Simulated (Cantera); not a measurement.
An isothermal, constant-pressure homogeneous reactor starts with 7.69 % C2H6, 92.3 % N2, at 1350 K and 10.00 Torr.

Cantera simulation using GRI-Mech 3.0 (53 species, 325 reactions); the numbers are that mechanism's predictions, not measurements. GRI-Mech 3.0 stops at C3 and has no aromatics, soot or wall deposition, so with more carbon than oxygen in the feed, carbon stays in small species such as C2H2 where larger ones or solid carbon would form. Radical loss at walls, strong at low pressure, is not modelled.

x: mole fraction; the columns are a selection and need not sum to one.

```
t (s)         x C2H6      x C2H4     x CH4      x H2      x C2H2
--------  ----------  ----------  --------  --------  ----------
0.000400      0.0768     1.29e-5   1.56e-5   1.16e-5    2.69e-10
0.00100       0.0763    0.000187   9.08e-5  0.000177     4.41e-8
0.00250       0.0738     0.00187  0.000504   0.00174     4.99e-6
0.00626       0.0637     0.00947   0.00259   0.00871    0.000160
0.0157        0.0397      0.0268   0.00930    0.0261     0.00182
0.0392        0.0107      0.0412    0.0201    0.0505     0.00961
0.0980      0.000878      0.0343    0.0239    0.0692      0.0234
0.245     (withheld)  (withheld)    0.0239    0.0790  (withheld)
0.613        8.62e-6      0.0180    0.0237    0.0853      0.0396
1.53      (withheld)  (withheld)    0.0236    0.0905  (withheld)
3.83         1.18e-6     0.00615    0.0234    0.0960      0.0508
9.59         1.40e-6     0.00106    0.0232     0.101      0.0556
24.0         1.47e-6    0.000149    0.0229     0.102      0.0566
60.0         1.40e-6    0.000144    0.0221     0.103      0.0569
```

**Question.** Fill in the missing entries.

**Answer.** 
- 0.245, x C2H6: 7.42e-5
- 0.245, x C2H4: 0.0249
- 0.245, x C2H2: 0.0330
- 1.53, x C2H6: 1.87e-6
- 1.53, x C2H4: 0.0123
- 1.53, x C2H2: 0.0450
